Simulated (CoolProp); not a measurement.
Vapour-liquid equilibrium of R245fa (1) + n-pentane (2) at 35.55 °C; x and y are mole fractions of (1).

The numbers come from the multi-fluid Helmholtz-energy mixture model, Akasaka 2015 and Thol 2019; pair parameters Bell 2016 in CoolProp.

| x | bubble pressure (MPa) | y at the bubble point | dew pressure at overall composition x (MPa) | liquid density (mol/L) |
|---|---|---|---|---|
| 0.05 | 0.1522 | 0.362 | 0.1046 | 8.477 |
| 0.125 | 0.2006 | 0.535 | 0.1132 | 8.505 |
| 0.2 | 0.2262 | 0.601 | 0.1233 | 8.539 |
| 0.275 | 0.2393 | 0.633 | 0.1353 | 8.583 |
| 0.35 | 0.2459 | 0.651 | 0.1497 | 8.638 |
| 0.425 | 0.2493 | 0.661 | 0.1672 | 8.705 |
| 0.5 | 0.2513 | 0.669 | 0.1889 | 8.786 |
| 0.575 | 0.2528 | 0.678 | 0.2156 | 8.883 |
| 0.65 | 0.2539 | 0.691 | 0.2456 | 8.997 |
| 0.725 | 0.2542 | 0.710 | 0.2536 | 9.129 |
| 0.8 | 0.2524 | 0.742 | 0.2459 | 9.279 |
| 0.875 | 0.2465 | 0.796 | 0.2351 | 9.447 |
| 0.95 | 0.2326 | 0.891 | 0.2236 | 9.634 |

y crosses x between x = 0.65 and 0.725: the model has an azeotrope there.

Pair parameters are fitted to limited data, so mixtures are less certain than the pure fluids. With so large a gap from Raoult's law the liquid may split in two, which this calculation doesn't test in full.
